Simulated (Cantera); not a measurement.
A perfectly stirred reactor is fed with H2 : O2 : N2 = 0.73 : 1 : 1.9 (molar parts), at 13300 Pa; it is held at 1073 K, and followed from long to short residence time.

Detailed kinetics in Cantera: GRI-Mech 3.0 (53 species, 325 reactions). The temperature is held fixed by assumption; the heat of reaction is taken as removed at once.

Q: What does this change do: O2 1 to 0.13 parts?

A: 
| quantity | before | after |
|---|---|---|
| x(H2) at τ = 18.0 s | 7.32e-5 | 0.178 |
| x(O2) at τ = 18.0 s | 0.194 | 2.69e-5 |
| x(HO2) at τ = 18.0 s | 2.24e-6 | 4.38e-9 |
| x(H) at τ = 18.0 s | 8.80e-7 | 0.000727 |
| x(NO) at τ = 18.0 s | 6.50e-8 | 6.14e-9 |
| x(H2) at τ = 76.0 ms | 0.00246 | 0.173 |
| x(O2) at τ = 76.0 ms | 0.195 | 0.000441 |
| x(HO2) at τ = 76.0 ms | 2.50e-5 | 7.12e-8 |
| x(H) at τ = 76.0 ms | 0.000209 | 0.0104 |
| x(NO) at τ = 76.0 ms | 8.72e-8 | 9.74e-8 |

Q: What does this change do: temperature 1073 to 1225 K?

A: 
```csv
quantity,before,after
x(H2) at τ = 18.0 s,7.32e-5,3.23e-5
x(O2) at τ = 18.0 s,0.194,0.194
x(HO2) at τ = 18.0 s,2.24e-6,9.91e-7
x(H) at τ = 18.0 s,8.80e-7,1.22e-6
x(NO) at τ = 18.0 s,6.50e-8,4.93e-7
x(H2) at τ = 76.0 ms,0.00246,0.00117
x(O2) at τ = 76.0 ms,0.195,0.194
x(HO2) at τ = 76.0 ms,2.50e-5,1.52e-5
x(H) at τ = 76.0 ms,0.000209,0.000300
x(NO) at τ = 76.0 ms,8.72e-8,3.12e-7
```
